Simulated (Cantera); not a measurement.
A perfectly stirred reactor is fed with CH₄ : H₂ : O₂ : N₂ : CO₂ = 1 : 0.17 : 1.3 : 4.9 : 0.5 (molar parts), equivalence ratio 1.6, at 25000 Pa; it is adiabatic with a 350 K inlet, and is followed from long to short residence time, starting on the burning branch (τ in s: 0.32, 0.093, 0.028, 0.0082, 0.0024, 0.00072, 0.00021, 6.3e-05, 1.9e-05).

Detailed kinetics in Cantera: GRI-Mech 3.0 (53 species, 325 reactions).

Q: What does this change do: inlet temperature 350 to 423 K?

A: 
```tsv
quantity	before	after
blow-out, bracketed by the residence times tried	burning at 8.20 ms, out at 2.40 ms	burning at 8.20 ms, out at 2.40 ms
x(CH₄) at τ = 0.320 s	0.00183	0.00104
x(H₂) at τ = 0.320 s	0.0700	0.0717
x(O₂) at τ = 0.320 s	0.000456	0.000302
x(C₂H₂) at τ = 0.320 s	0.00111	0.000478
x(C₂H₄) at τ = 0.320 s	1.95e-5	7.43e-6
x(CH₄) at τ = 2.40 ms	0.127	0.127
x(H₂) at τ = 2.40 ms	0.0216	0.0216
x(O₂) at τ = 2.40 ms	0.165	0.165
x(C₂H₂) at τ = 2.40 ms	<1e-12	<1e-12
x(C₂H₄) at τ = 2.40 ms	<1e-12	<1e-12
```

Q: What does this change do: pressure from 25000 Pa to 730000 Pa?

A: 
```csv
quantity,before,after
"blow-out, bracketed by the residence times tried","burning at 8.20 ms, out at 2.40 ms","burning at 2.40 ms, out at 0.720 ms"
x(CH₄) at τ = 0.320 s,0.00183,0.00478
x(H₂) at τ = 0.320 s,0.0700,0.0626
x(O₂) at τ = 0.320 s,0.000456,0.000172
x(C₂H₂) at τ = 0.320 s,0.00111,0.00184
x(C₂H₄) at τ = 0.320 s,1.95e-5,3.90e-5
x(CH₄) at τ = 2.40 ms,0.127,0.0167
x(H₂) at τ = 2.40 ms,0.0216,0.0425
x(O₂) at τ = 2.40 ms,0.165,0.00982
x(C₂H₂) at τ = 2.40 ms,<1e-12,0.00396
x(C₂H₄) at τ = 2.40 ms,<1e-12,0.000929
```

Q: What does this change do: H2 0.17 to 0.23 parts?

A: 
| quantity | before | after |
|---|---|---|
| blow-out, bracketed by the residence times tried | burning at 8.20 ms, out at 2.40 ms | burning at 8.20 ms, out at 2.40 ms |
| x(CH₄) at τ = 0.320 s | 0.00183 | 0.00214 |
| x(H₂) at τ = 0.320 s | 0.0700 | 0.0733 |
| x(O₂) at τ = 0.320 s | 0.000456 | 0.000484 |
| x(C₂H₂) at τ = 0.320 s | 0.00111 | 0.00137 |
| x(C₂H₄) at τ = 0.320 s | 1.95e-5 | 2.37e-5 |
| x(CH₄) at τ = 2.40 ms | 0.127 | 0.126 |
| x(H₂) at τ = 2.40 ms | 0.0216 | 0.0290 |
| x(O₂) at τ = 2.40 ms | 0.165 | 0.164 |
| x(C₂H₂) at τ = 2.40 ms | <1e-12 | <1e-12 |
| x(C₂H₄) at τ = 2.40 ms | <1e-12 | <1e-12 |
